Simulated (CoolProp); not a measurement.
Model: reference Helmholtz-energy equation of state, Aleksandrov 2011, in CoolProp. It is a short technical equation, of lower accuracy than the large ones.

**Question.** Give the vapour pressure (bar), liquid density (kg/m³), vapour density (kg/m³) of saturated n-undecane at 494.6, 538.2, 560 K.

**Answer.** 
```csv
T (K),p (bar),liquid density (kg/m³),vapour density (kg/m³)
494.6,1.83,575,7.75
538.2,4.29,528,18.4
560,6.22,501,27.7
```
